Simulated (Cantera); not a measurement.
Mixture: CH4 : H2 : O2 : N2 : H2O = 1 : 1.3 : 2.65 : 9.96 : 3 (molar parts), at 1000000 Pa, adiabatic and at constant pressure. Ignition delay is the time to a rise of 400 K.

Detailed kinetics in Cantera: GRI-Mech 3.0 (53 species, 325 reactions).

Q: What does this change do: 0.047 parts C2H6 added?

A: 
```json
[
 {"quantity": "delay at 1250 K", "before": "0.209 ms", "after": "0.207 ms"},
 {"quantity": "delay at 1450 K", "before": "31.0 µs", "after": "27.8 µs"},
 {"quantity": "delay at 1650 K", "before": "9.40 µs", "after": "8.13 µs"},
 {"quantity": "delay at 1850 K", "before": "3.64 µs", "after": "3.08 µs"},
 {"quantity": "delay at 2050 K", "before": "1.67 µs", "after": "1.42 µs"},
 {"quantity": "apparent activation energy between 1950 and 2150 K", "before": "120 kJ/mol", "after": "120 kJ/mol"}
]
```

Q: What does this change do: CH4 1 to 2.9 parts?

A: 
| quantity | before | after |
|---|---|---|
| delay at 1250 K | 0.209 ms | 0.398 ms |
| delay at 1450 K | 31.0 µs | 0.115 ms |
| delay at 1650 K | 9.40 µs | 33.5 µs |
| delay at 1850 K | 3.64 µs | 10.1 µs |
| delay at 2050 K | 1.67 µs | 3.66 µs |
| apparent activation energy between 1950 and 2150 K | 120 kJ/mol | 160 kJ/mol |
